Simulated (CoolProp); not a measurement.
Vapour-liquid equilibrium of n-butane (1) + acetone (2) at 1.75 °C; x and y are mole fractions of (1).

The numbers come from the multi-fluid Helmholtz-energy mixture model, Bücker 2006 and Lemmon 2006; pair parameters Bell 2016 in CoolProp.

```
x      bubble pressure, mixture model (MPa)  bubble pressure, Raoult's law (MPa)  y, mixture model  y, Raoult's law
-----  ------------------------------------  -----------------------------------  ----------------  ---------------
0.05                                0.03542                              0.01520             0.721            0.363
0.125                               0.06260                              0.02270             0.849            0.607
0.2                                 0.07976                              0.03020             0.886            0.730
0.275                               0.08983                              0.03771             0.902            0.804
0.35                                0.09524                              0.04521             0.910            0.853
0.425                               0.09785                              0.05271             0.914            0.889
0.5                                 0.09898                              0.06022             0.916            0.915
0.575                               0.09957                              0.06772             0.917            0.936
0.65                                 0.1002                              0.07522             0.919            0.953
0.725                                0.1013                              0.08273             0.922            0.966
0.8                                  0.1031                              0.09023             0.929            0.977
0.875                                0.1056                              0.09773             0.943            0.987
0.95                                 0.1085                               0.1052             0.970            0.995
```

The largest gap from Raoult's law is +175.8 % in bubble pressure, at x = 0.125. No azeotrope shows between x = 0.05 and 0.95.

Pair parameters are fitted to limited data, so mixtures are less certain than the pure fluids. With so large a gap from Raoult's law the liquid may split in two, which this calculation doesn't test in full.
